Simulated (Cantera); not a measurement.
An adiabatic, constant-volume homogeneous reactor starts with 17.8 % CH4, 2.49 % H2, 16.7 % O2, 63.0 % N2, at 1725 K and 220000 Pa.

Computed with Cantera and GRI-Mech 3.0 (53 species, 325 reactions).

Task: Predict: time of steepest temperature rise; temperature at 0.400 s; equilibrium temperature; x(H2) at 0.400 s; x(O2) at 0.400 s; x(H2O2) at 0.400 s; x(CO) at 0.400 s.

Result: 
- time of steepest temperature rise = 79.1 µs
- temperature at 0.400 s = 2851 K
- equilibrium temperature = 2851 K
- x(H2) at 0.400 s = 0.190 (gas-phase equilibrium 0.190)
- x(O2) at 0.400 s = 5.84e-5 (gas-phase equilibrium 5.84e-5)
- x(H2O2) at 0.400 s = 2.50e-8 (gas-phase equilibrium 2.50e-8)
- x(CO) at 0.400 s = 0.136 (gas-phase equilibrium 0.136)
